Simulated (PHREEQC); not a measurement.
A made-up water analysis in mg/L, 25 °C, pH 1.84, pe 10.4: Na 1610; K 23; Ca 206; Mg 97.7; Cl 62; S(6) as SO4 6530; Sr 3.17; Zn 2.25; Fe(3) 548.

Cl is adjusted to close the charge balance.
Valence states are taken as typed.

Model: ion-association model, phreeqc.dat, run in PHREEQC.

No solid was allowed to form.

Task: What ionic strength, density does the model give?

Result: ionic strength 0.144 mol/kgw; density 1.005 g/cm³.

Task: In which forms is Mg present?

Result: Mg+2 54 %, MgSO4 46 % of the Mg.

Examples of supersaturated solids here: Hematite (slow to form), Goethite (slow to form). Others may be too.
